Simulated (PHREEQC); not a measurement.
Spent oxide etchant

Consider water at 25 °C with 0.0028 mol HF, 0.052 mol (NH4)2SiF6 and 0.0007 mol H3AsO4 per kg of water. Closed to the air; pH follows from the charge balance.

All values are PHREEQC results (ion-association model, wateq4f.dat), not measurements.

Precipitation was switched off in this run.

**Question.** What pH, ionic strength does the model give?

**Answer.** pH 2.84; ionic strength 0.158 mol/kgw.

**Question.** In which forms is As present?

**Answer.** H2AsO4- 83 %, H3AsO4 17 % of the As.

Examples of supersaturated solids here: Quartz (slow to form), Chalcedony (slow to form). Others may be too. SiF6-2 is the database's only silicon fluoride.
